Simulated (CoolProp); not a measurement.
Aqueous lithium chloride as a coolant, at 39 °C, 1 atm.

Model: Melinder's fits for secondary coolants, in CoolProp.

```tsv
mass %	freezing point (°C)	density (kg/m³)	conductivity (W/(m K))	cp (kJ/(kg K))	viscosity (mPa s)
5.6	-5.8	1025	0.614	3.896	0.811
7.1	-7.8	1033	0.610	3.828	0.852
8.6	-10.0	1042	0.606	3.764	0.897
10.1	-12.4	1051	0.602	3.703	0.947
11.6	-15.2	1059	0.598	3.645	1.00
13.1	-18.6	1068	0.594	3.590	1.06
14.6	-22.7	1077	0.590	3.538	1.13
16.1	-27.6	1086	0.587	3.488	1.21
17.6	-33.3	1095	0.584	3.440	1.30
```
